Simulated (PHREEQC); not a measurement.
1 kg of water holding 120 mmol/kgw Na2CO3, 38 mmol/kgw NaCl, 100 mmol/kgw Na2SO4 and 43 mmol/kgw NaOH is evaporated at 25 °C; the solids stay in contact with the brine. The system is closed to CO2. The run lets Burkeite, Halite, Mirabilite, Nahcolite, Natron, Thenardite, Trona precipitate or redissolve, and no other solid.

Computed with PHREEQC (Pitzer model, pitzer.dat).

| water left (kg) | ionic strength | water activity | Burkeite (mol) | Halite (mol) | Natron (mol) | Cl in solution (mol/kgw) | S in solution (mol/kgw) |
|---|---|---|---|---|---|---|---|
| 1 | 0.741 | 0.988 | 0 | 0 | 0 | 0.0380 | 0.100 |
| 0.8219 | 0.901 | 0.986 | 0 | 0 | 0 | 0.0462 | 0.122 |
| 0.5552 | 1.33 | 0.980 | 0 | 0 | 0 | 0.0684 | 0.180 |
| 0.4563 | 1.62 | 0.976 | 0 | 0 | 0 | 0.0833 | 0.219 |
| 0.3082 | 2.40 | 0.966 | 0 | 0 | 0 | 0.123 | 0.324 |
| 0.2533 | 2.92 | 0.958 | 0 | 0 | 0 | 0.150 | 0.395 |
| 0.2082 | 3.56 | 0.950 | 0 | 0 | 0 | 0.182 | 0.480 |
| 0.1407 | 5.27 | 0.925 | 0 | 0 | 0 | 0.270 | 0.711 |
| 0.1156 | 6.41 | 0.907 | 0 | 0 | 0 | 0.329 | 0.865 |
| 0.07809 | 9.49 | 0.852 | 0 | 0 | 0 | 0.487 | 1.28 |
| 0.06418 | 11.5 | 0.810 | 0 | 0 | 0 | 0.592 | 1.56 |
| 0.05276 | 11.5 | 0.800 | 0.0147 | 0 | 0 | 0.720 | 1.34 |
| 0.03564 | 11.6 | 0.771 | 0.0365 | 0 | 0 | 1.07 | 0.756 |
| 0.02847 | 11.9 | 0.743 | 0.0433 | 0 | 0.00462 | 1.33 | 0.470 |
| 0.01979 | 15.0 | 0.625 | 0.0493 | 0 | 0 | 1.92 | 0.0715 |
| 0.01628 | 17.2 | 0.574 | 0.0497 | 0.0145 | 0 | 1.45 | 0.0364 |

Burkeite from water left = 0.05276 kg (pH 13.99); Natron from water left = 0.02847 kg (pH 14.37), last present at water left = 0.02246 kg; Halite from water left = 0.01628 kg (pH 14.90).
